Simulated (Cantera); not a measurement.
Cantera with NASA thermochemical tables; ideal gases at 1 bar, condensed phases pure. Values are per mole of reaction as written; species without (g) are pure solids or liquids, kept so even where they would boil at 1 bar.

5 NO₂(g) + 2 P₂(g) → P₄O₁₀ + 5 N(g)

```csv
T (K),ΔH° (kJ),ΔS° (J/K),ΔG° (kJ),log10 K
498,-1086.3,-595.3,-789.9,82.85
523,-1083.4,-589.5,-775.1,77.41
548,?,?,?,?
573,?,?,?,?
598,?,?,?,?
623,-1070.2,-566.5,-717.3,60.14
648,?,?,?,?
673,-1062.9,-555.2,-689.2,53.49
```

Problem. Some entries are withheld; supply them.

Solution. 
- 548, ΔH° (kJ): -1080.3
- 548, ΔS° (J/K): -583.7
- 548, ΔG° (kJ): -760.4
- 548, log10 K: 72.48
- 573, ΔH° (kJ): -1077.0
- 573, ΔS° (J/K): -577.9
- 573, ΔG° (kJ): -745.9
- 573, log10 K: 67.99
- 598, ΔH° (kJ): -1073.7
- 598, ΔS° (J/K): -572.2
- 598, ΔG° (kJ): -731.5
- 598, log10 K: 63.89
- 648, ΔH° (kJ): -1066.6
- 648, ΔS° (J/K): -560.9
- 648, ΔG° (kJ): -703.2
- 648, log10 K: 56.68
